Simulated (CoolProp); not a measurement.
Dimethyl carbonate along the isobar 50.8 bar: fugacity coefficient from the reference equation and from simpler models built on Tc = 283.9 °C, pc = 49.09 bar, ω = 0.346; each cubic takes its own stable root.

The numbers come from the reference Helmholtz-energy equation of state, Zhou 2011 in CoolProp.

```tsv
T (°C)	phase	reference
53.65	liquid	0.006209
65.85	liquid	0.009945
78.15	liquid	0.01534
90.45	liquid	0.02280
102.65	liquid	0.03270
114.95	liquid	0.04566
127.25	liquid	0.06206
139.55	liquid	0.08233
151.75	liquid	0.1066
164.05	liquid	0.1357
176.35	liquid	0.1694
188.55	liquid	0.2078
200.85	liquid	0.2513
213.15	liquid	0.2996
225.45	liquid	0.3524
```

Q: How far does each simpler model (van der Waals, Redlich-Kwong, Peng-Robinson) lie from the reference over these 15 states: mean and median of the absolute difference, and the worst?

A: 
- van der Waals: mean 368.3 %, median 215.7 %, worst +1319.9 % at 53.65 °C and 50.8 bar
- Redlich-Kwong: mean 82.9 %, median 68.8 %, worst +195.7 % at 53.65 °C and 50.8 bar
- Peng-Robinson: mean 0.4 %, median 0.3 %, worst -0.8 % at 78.15 °C and 50.8 bar
